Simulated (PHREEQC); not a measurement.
**Nickel, zinc or cadmium bath: speciation**

A solution holds 0.047 mol/kgw ZnCl2, 0.017 mol/kgw H3BO3 and 0.00012 mol/kgw HCl, at 25 °C. Closed to the air; pH follows from the charge balance.

Model: ion-association model, phreeqc.dat, run in PHREEQC.

Each row changes one thing in this solution. Precipitation was switched off in this run.

```tsv
case	pH	ionic strength (mol/kgw)	Cl- (mol/kgw)	ZnCl+ (mol/kgw)	ZnCl2 (mol/kgw)	ZnCl3- (mol/kgw)
as made	4.01	0.133	0.0901	0.00357	0.000182	1.90e-5
temperature from 25 to 5 °C	4.01	0.138	0.0924	0.00153	7.39e-5	6.93e-6
H3BO3 left out	4.01	0.133	0.0901	0.00357	0.000182	1.90e-5
H3BO3 from 0.017 to 0.034 mol/kgw	4.01	0.133	0.0901	0.00357	0.000182	1.90e-5
0.024 mol/kgw KCl added	4.01	0.156	0.113	0.00419	0.000260	3.41e-5
0.00083 mol/kgw NaHSO4 added	3.12	0.134	0.0902	0.00354	0.000180	1.87e-5
```

At this temperature some constants are extrapolated from 25 °C, and those without enthalpy data are left unchanged.
